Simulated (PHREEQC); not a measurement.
**Brackish or sea water**

Model water analysis in mg/kgw, 40 °C, pH 7.67: Na 1970; K 173; Ca 488; Mg 150; Cl 4320; S(6) as SO4 32.9; Alkalinity as HCO3 7.01; B 0.801.

Valence states are taken as typed.

The numbers come from PHREEQC with the Pitzer model, pitzer.dat.

This is a speciation only: nothing precipitates in the calculation.

**Question.** Predict the specific conductance.

**Answer.** specific conductance 17200 µS/cm.

**Question.** In which forms is C present?

**Answer.** HCO3- 95 %, CO2 3.1 %, CO3-2 0.9 % of the C.

Species that the database lacks are ignored. Away from 25 °C the constants follow the database's enthalpies or fits; those with neither stay at their 25 °C values.
